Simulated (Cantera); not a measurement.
Charge: 1 mol SiH4, 0.023 mol HCl, 1800 mol H2, at 16.0 mbar.

Equilibrium computed with Cantera from the NASA thermochemical tables; the gas is ideal and each condensed phase is pure. Candidate condensed phases: Si; 19 gas species. Gases not in the tables: Si2H6 and higher silanes. Kinetics and transport are ignored.

x: gas mole fraction; n: condensed amount in mol.

```json
[
 {"T (°C)": "852", "x H2": "1.000", "x H": "3.51e-7", "x Si": "4.38e-12", "x SiH": "[?]", "x SiH2": "2.37e-9", "x HCl": "1.28e-5", "x Si2": "<1e-12", "n Si(s)": "1.000", "n Si(l)": "0"},
 {"T (°C)": "952", "x H2": "1.000", "x H": "2.46e-6", "x Si": "2.16e-10", "x SiH": "[?]", "x SiH2": "1.95e-8", "x HCl": "1.28e-5", "x Si2": "<1e-12", "n Si(s)": "1.000", "n Si(l)": "0"},
 {"T (°C)": "1052", "x H2": "1.000", "x H": "1.29e-5", "x Si": "5.89e-9", "x SiH": "[?]", "x SiH2": "1.17e-7", "x HCl": "1.28e-5", "x Si2": "1.82e-12", "n Si(s)": "1.000", "n Si(l)": "0"},
 {"T (°C)": "1152", "x H2": "1.000", "x H": "5.39e-5", "x Si": "1.01e-7", "x SiH": "[?]", "x SiH2": "5.42e-7", "x HCl": "1.28e-5", "x Si2": "7.32e-11", "n Si(s)": "0.999", "n Si(l)": "0"},
 {"T (°C)": "1252", "x H2": "1.000", "x H": "0.000187", "x Si": "1.18e-6", "x SiH": "[?]", "x SiH2": "2.06e-6", "x HCl": "1.28e-5", "x Si2": "1.80e-9", "n Si(s)": "0.993", "n Si(l)": "0"},
 {"T (°C)": "1352", "x H2": "0.999", "x H": "0.000558", "x Si": "1.02e-5", "x SiH": "[?]", "x SiH2": "6.61e-6", "x HCl": "1.27e-5", "x Si2": "2.96e-8", "n Si(s)": "0.965", "n Si(l)": "0"},
 {"T (°C)": "1452", "x H2": "0.998", "x H": "0.00147", "x Si": "6.34e-5", "x SiH": "[?]", "x SiH2": "1.72e-5", "x HCl": "1.27e-5", "x Si2": "3.03e-7", "n Si(s)": "0", "n Si(l)": "0.832"},
 {"T (°C)": "1552", "x H2": "0.996", "x H": "0.00347", "x Si": "0.000284", "x SiH": "[?]", "x SiH2": "3.55e-5", "x HCl": "1.27e-5", "x Si2": "1.85e-6", "n Si(s)": "0", "n Si(l)": "0.345"},
 {"T (°C)": "1652", "x H2": "0.992", "x H": "0.00753", "x Si": "0.000471", "x SiH": "[?]", "x SiH2": "2.93e-5", "x HCl": "1.26e-5", "x Si2": "1.75e-6", "n Si(s)": "0", "n Si(l)": "0"},
 {"T (°C)": "1752", "x H2": "0.984", "x H": "0.0151", "x Si": "0.000493", "x SiH": "[?]", "x SiH2": "1.63e-5", "x HCl": "1.25e-5", "x Si2": "7.35e-7", "n Si(s)": "0", "n Si(l)": "0"},
 {"T (°C)": "1852", "x H2": "0.971", "x H": "0.0283", "x Si": "0.000504", "x SiH": "[?]", "x SiH2": "9.35e-6", "x HCl": "1.23e-5", "x Si2": "3.22e-7", "n Si(s)": "0", "n Si(l)": "0"},
 {"T (°C)": "1952", "x H2": "0.950", "x H": "0.0499", "x Si": "0.000509", "x SiH": "[?]", "x SiH2": "5.52e-6", "x HCl": "1.20e-5", "x Si2": "1.48e-7", "n Si(s)": "0", "n Si(l)": "0"}
]
```

Q: Complete the blanks.

A: 
- 852, x SiH: 1.39e-11
- 952, x SiH: 3.51e-10
- 1052, x SiH: 5.41e-9
- 1152, x SiH: 5.66e-8
- 1252, x SiH: 4.33e-7
- 1352, x SiH: 2.57e-6
- 1452, x SiH: 1.15e-5
- 1552, x SiH: 3.81e-5
- 1652, x SiH: 4.83e-5
- 1752, x SiH: 3.96e-5
- 1852, x SiH: 3.24e-5
- 1952, x SiH: 2.64e-5
